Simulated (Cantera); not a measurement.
An isothermal, constant-pressure homogeneous reactor starts with H2 : O2 : N2 = 0.36 : 1 : 1.5 (molar parts), equivalence ratio 0.18, at 1300 K and 0.580 bar.

Cantera simulation using the H2/O2 subset of GRI-Mech 3.0, which has no nitrogen chemistry; the numbers are that mechanism's predictions, not measurements. The temperature is held fixed by assumption; the heat of reaction is taken as removed at once.

x: mole fraction; the columns are a selection and need not sum to one.

```csv
t (s),x H2,x O2,x H,x H2O,x HO2
3.00e-5,0.113,0.343,?,0.00949,6.24e-5
0.000160,0.000639,0.305,?,0.132,4.61e-5
0.000857,1.82e-5,0.306,?,0.134,3.41e-6
0.00458,1.03e-6,0.306,?,0.134,3.41e-7
0.0245,1.27e-7,0.306,?,0.134,6.86e-8
0.131,3.25e-8,0.306,3.09e-10,0.134,4.93e-8
0.700,2.79e-8,0.306,2.44e-10,0.134,5.02e-8
3.74,2.79e-8,0.306,2.44e-10,0.134,5.02e-8
20.0,2.79e-8,0.306,2.44e-10,0.134,5.02e-8
```

Question: Complete the blanks.

Answer: 
- 3.00e-5, x H: 0.00551
- 0.000160, x H: 0.000286
- 0.000857, x H: 1.59e-6
- 0.00458, x H: 4.00e-8
- 0.0245, x H: 2.22e-9
